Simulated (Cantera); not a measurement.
Charge: 1 mol B2H6, 0.33 mol H2O, at 95.0 mbar.

These are equilibrium values from Cantera (NASA tables, ideal gas, pure condensed phases), not measurements of a reactor. Candidate condensed phases: B, B2O3, B3O3H3, H2O; 23 gas species. The feed counts by its element totals alone. Mutual solubility and eutectic melting of coexisting phases are not modelled. Kinetics and transport are ignored. All values below are at 1100 °C.

Base state: H2 0.995, HBO 0.00256, B3O3H3 0.00214, B2O2 7.15e-5, HBO2 4.68e-5, B2O3 1.32e-5, H 1.08e-5 (mole fractions); condensed: B(s) + B2O3(l).

What changes in the equilibrium state with this change: pressure from 95.0 mbar to 0.250 bar?


| species | before | after |
|---|---|---|
| H2 | 0.995 | 0.995 |
| B3O3H3 | 0.00214 | 0.00346 |
| HBO | 0.00256 | 0.00158 |
| B2O2 | 7.15e-5 | 2.72e-5 |
| B2O3 | 1.32e-5 | 5.01e-6 |
| HBO2 | 4.68e-5 | 2.88e-5 |
| B(s), mol | 1.77 | 1.77 |
| B2O3(l), mol | 0.0997 | 0.0966 |
